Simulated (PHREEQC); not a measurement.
Consider water at 20 °C with 0.00065 mol/kgw CaSO4, 0.00061 mol/kgw NaF and 0.0017 mol/kgw KCl. Closed to the air; pH follows from the charge balance.

Model: ion-association model, wateq4f.dat, run in PHREEQC.

```json
[
 {"quantity": "pH", "before": "7.20", "after": "6.33"},
 {"quantity": "ionic strength (mol/kgw)", "before": "0.00474", "after": "0.00470"},
 {"quantity": "NaF (mol/kgw)", "before": "1.83e-7", "after": "1.83e-7"},
 {"quantity": "HF (mol/kgw)", "before": "4.84e-8", "after": "3.63e-7"},
 {"quantity": "SI of Halite (NaCl)", "before": "-7.62", "after": "-7.62"}
]
```

**Question.** Which change was made?
A. 0.00051 mol/kgw Na2CO3 added
B. CaSO4 left out
C. CaSO4 replaced by ZnSO4 at the same molality
D. 3e-05 mol/kgw H3PO4 added
E. diluted 100-fold with water

**Answer.** C, CaSO4 replaced by ZnSO4 at the same molality

No solid was allowed to form. Some of these states are supersaturated (in Fluorite, for instance).
